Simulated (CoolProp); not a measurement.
Saturated liquid density (kg/m³) of ammonia: the reference equation beside estimates from Tc = 405.6 K, pc = 113.6 bar, ω = 0.256.

Values from CoolProp's reference Helmholtz-energy equation of state, Gao 2020.

```
T (K)  reference  Redlich-Kwong  Soave-Redlich-Kwong
-----  ---------  -------------  -------------------
272.1      640.1          489.2                507.7
278.2      631.7          481.9                500.9
284.3      623.2          474.4                493.8
290.4      614.4          466.6                486.4
296.5      605.4          458.6                478.7
302.6      596.2          450.3                470.6
308.7      586.7          441.7                462.2
314.8      576.9          432.8                453.4
```

Absolute difference from the reference over all 8 rows, mean and median: Redlich-Kwong 24.2 and 24.2 %, Soave-Redlich-Kwong 21.0 and 20.9 %.
